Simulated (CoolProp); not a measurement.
Aqueous potassium acetate as a coolant, 39 % by mass, freezing at -40.0 °C, 1 atm.

Model: Melinder's fits for secondary coolants, in CoolProp.

```tsv
T (°C)	viscosity (mPa s)	cp (kJ/(kg K))	conductivity (W/(m K))	density (kg/m³)
-19.4	15.5	2.888	0.429	1226
-13.5	11.3	2.903	(withheld)	(withheld)
-7.6	8.56	2.917	0.442	1221
-1.6	6.64	2.931	(withheld)	1219
4.3	5.32	2.946	0.456	1217
10.2	4.36	2.960	(withheld)	1214
16.1	3.65	2.975	0.469	1211
22	3.10	2.990	0.475	(withheld)
27.9	2.68	(withheld)	0.482	(withheld)
33.9	2.32	3.022	0.488	1202
```

Fill in the missing entries.


- -13.5, conductivity (W/(m K)): 0.436
- -13.5, density (kg/m³): 1224
- -1.6, conductivity (W/(m K)): 0.449
- 10.2, conductivity (W/(m K)): 0.462
- 22, density (kg/m³): 1208
- 27.9, cp (kJ/(kg K)): 3.005
- 27.9, density (kg/m³): 1205
